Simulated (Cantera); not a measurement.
Input: 1 mol CH₃SiCl₃, 1.2 mol CH₄, 1.6 mol H₂, held at 2000 °C.

Cantera equilibrium calculation (NASA polynomials, part measured and part estimated; ideal gas, pure solids and liquids). Candidate condensed phases: C, C₆H₆, C₇H₈, C₈H₁₈, Si, SiC; 109 gas species. The feed counts by its element totals alone. The tables' values for SiCl, SiCl₃ are old estimates; treat these amounts as uncertain. Gases not in the tables: Si₂H₆ and higher silanes. Equilibrium is a limit: real reactors are often held back by kinetics, nucleation or transport.

log p: log10 of the partial pressure in bar; n: condensed amount in mol.

| P (Pa) | log p H₂ | log p HCl | log p H | log p Si | log p Cl | log p SiCl₂ | log p SiC₂ | n C(graphite) | n SiC(s) |
|---|---|---|---|---|---|---|---|---|---|
| 100 | -3.37 | -3.65 | -3.76 | -4.16 | -4.18 | -4.69 | -5.06 | 1.99 | 0 |
| 270 | -2.87 | -3.15 | -3.51 | -4.01 | -3.93 | -4.06 | -4.91 | 1.76 | 0.313 |
| 720 | -2.40 | -2.68 | -3.28 | -4.01 | -3.69 | -3.57 | -4.91 | 1.58 | 0.554 |
| 1900 | -1.96 | -2.23 | -3.06 | -4.01 | -3.47 | -3.12 | -4.91 | 1.52 | 0.637 |
| 5200 | [?] | [?] | [?] | -4.01 | [?] | [?] | -4.91 | 1.50 | 0.667 |
| 14000 | [?] | [?] | [?] | -4.01 | [?] | [?] | -4.91 | 1.49 | 0.678 |
| 37000 | -0.65 | -0.91 | -2.40 | -4.01 | -2.80 | -1.80 | -4.91 | 1.49 | 0.680 |
| 100000 | -0.21 | -0.48 | -2.18 | -4.01 | -2.59 | -1.37 | -4.91 | 1.49 | 0.679 |

Problem. Complete the blanks.

Solution. 
- 5200, log p H₂: -1.51
- 5200, log p HCl: -1.78
- 5200, log p H: -2.83
- 5200, log p Cl: -3.24
- 5200, log p SiCl₂: -2.66
- 14000, log p H₂: -1.08
- 14000, log p HCl: -1.34
- 14000, log p H: -2.61
- 14000, log p Cl: -3.02
- 14000, log p SiCl₂: -2.22
